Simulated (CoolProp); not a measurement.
Vapour-liquid equilibrium of carbon dioxide (1) + R227EA (2) at 583 kPa; x and y are mole fractions of (1).

Values from CoolProp's multi-fluid Helmholtz-energy mixture model, Span 1996 and Lemmon 2016; pair parameters Bell 2016.

```csv
x,bubble temperature (°C),y at the bubble point,dew temperature at overall composition x (°C),liquid density (mol/L)
0.05,20.9,0.311,31.5,[?]
0.15,-0.1,0.681,[?],9.694
0.25,-14.8,0.837,23.6,10.84
0.35,[?],0.907,19.1,12.05
0.45,-32.3,0.943,14.2,13.37
0.55,-37.9,0.964,8.7,14.87
0.65,-42.4,0.977,2.2,16.63
0.75,[?],0.987,[?],18.73
0.85,-49.6,[?],-16.4,21.31
0.95,[?],0.998,-34.0,24.58
```

Task: Fill in the missing entries.

Result: 
- 0.05, liquid density (mol/L): 8.534
- 0.15, dew temperature at overall composition x (°C): 27.7
- 0.35, bubble temperature (°C): -24.9
- 0.75, bubble temperature (°C): -46.2
- 0.75, dew temperature at overall composition x (°C): -5.8
- 0.85, y at the bubble point: 0.993
- 0.95, bubble temperature (°C): -52.5

No azeotrope shows between x = 0.05 and 0.95.

Pair parameters are fitted to limited data, so mixtures are less certain than the pure fluids.
